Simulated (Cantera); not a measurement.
**Adiabatic ignition**

An adiabatic, constant-volume homogeneous reactor starts with 10.4 % CH3OH, 8.21 % O2, 81.4 % N2, equivalence ratio 1.9, at 1175 K and 5.00 bar.

Cantera simulation using GRI-Mech 3.0 (53 species, 325 reactions); the numbers are that mechanism's predictions, not measurements. GRI-Mech 3.0 was tuned for natural gas; its chemistry of methanol as a main component is partial and can be far from experiment.

| t (s) | T (K) | P (bar) | x CH3OH | x O2 | x HCO | x N2O | x H | x CO2 |
|---|---|---|---|---|---|---|---|---|
| 2.00e-6 | 1175 | 5.00 | 0.104 | 0.0821 | <1e-12 | <1e-12 | 1.61e-10 | 1.67e-9 |
| 5.00e-6 | 1175 | 5.00 | 0.104 | 0.0821 | <1e-12 | <1e-12 | 1.66e-10 | 4.22e-9 |
| 1.25e-5 | 1175 | 5.00 | 0.104 | 0.0821 | <1e-12 | <1e-12 | 1.73e-10 | 1.06e-8 |
| 3.13e-5 | 1175 | 5.00 | 0.104 | 0.0821 | <1e-12 | <1e-12 | 1.78e-10 | 2.65e-8 |
| 7.83e-5 | 1175 | 5.00 | 0.104 | 0.0821 | <1e-12 | <1e-12 | 1.83e-10 | 6.64e-8 |
| 0.000196 | 1175 | 5.00 | 0.104 | 0.0821 | 1.16e-12 | 6.16e-12 | 2.01e-10 | 1.66e-7 |
| 0.000490 | 1175 | 5.00 | 0.104 | 0.0821 | 4.57e-12 | 3.79e-11 | 2.93e-10 | 4.16e-7 |
| 0.00123 | 1175 | 5.00 | 0.104 | 0.0821 | 3.55e-11 | 2.27e-10 | 8.19e-10 | 1.04e-6 |
| 0.00306 | 1177 | 5.01 | 0.103 | 0.0817 | 2.57e-9 | 1.77e-9 | 1.49e-8 | 2.94e-6 |
| 0.00766 | 2155 | 10.3 | <1e-12 | 2.59e-7 | 6.14e-8 | 1.92e-9 | 0.000344 | 0.0249 |
| 0.0192 | 2155 | 10.3 | <1e-12 | 2.59e-7 | 6.14e-8 | 1.95e-9 | 0.000344 | 0.0249 |
| 0.0480 | 2155 | 10.3 | <1e-12 | 2.58e-7 | 6.14e-8 | 2.00e-9 | 0.000344 | 0.0249 |
| 0.120 | 2155 | 10.3 | <1e-12 | 2.58e-7 | 6.14e-8 | 2.07e-9 | 0.000344 | 0.0249 |
| 0.300 | 2155 | 10.3 | <1e-12 | 2.58e-7 | 6.14e-8 | 2.08e-9 | 0.000344 | 0.0249 |
x: mole fraction; the columns are a selection and need not sum to one.

```
Property                                                            Result
---------------------------------  ---------------------------------------
time of steepest temperature rise                                  4.11 ms
temperature at 0.300 s                                              2155 K
equilibrium temperature                                             2155 K
x(CH3OH) at 0.300 s                <1e-12 (gas-phase equilibrium 1.02e-12)
x(O2) at 0.300 s                   2.58e-7 (gas-phase equilibrium 2.58e-7)
x(HCO) at 0.300 s                  6.14e-8 (gas-phase equilibrium 6.14e-8)
```
